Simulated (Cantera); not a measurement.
Cantera with NASA thermochemical tables; ideal gases at 1 bar, condensed phases pure. Values are per mole of reaction as written; species without (g) are pure solids or liquids, kept so even where they would boil at 1 bar.

SrCl2 + H2(g) ⇌ Sr + 2 HCl(g)

```
T (K)  ΔH° (kJ)  ΔS° (J/K)  ΔG° (kJ)  log10 K  condensed phases
-----  --------  ---------  --------  -------  ----------------
675       635.6      164.9     524.3   -40.57   SrCl2(s), Sr(s)
875       630.8      158.6     492.0   -29.37   SrCl2(s), Sr(s)
1075      623.9      151.2     461.3   -22.42   SrCl2(s), Sr(l)
1275        [?]        [?]       [?]      [?]   SrCl2(l), Sr(l)
1475      593.2      125.4     408.1   -14.45   SrCl2(l), Sr(l)
1675        [?]        [?]       [?]      [?]   SrCl2(l), Sr(l)
1875      580.6      117.9     359.5   -10.02   SrCl2(l), Sr(l)
2075      574.5      114.8     336.3    -8.46   SrCl2(l), Sr(l)
```

Q: Some entries are withheld; supply them.

A: 
- 1275, ΔH° (kJ): 599.6
- 1275, ΔS° (J/K): 130.2
- 1275, ΔG° (kJ): 433.7
- 1275, log10 K: -17.77
- 1675, ΔH° (kJ): 586.8
- 1675, ΔS° (J/K): 121.4
- 1675, ΔG° (kJ): 383.5
- 1675, log10 K: -11.96
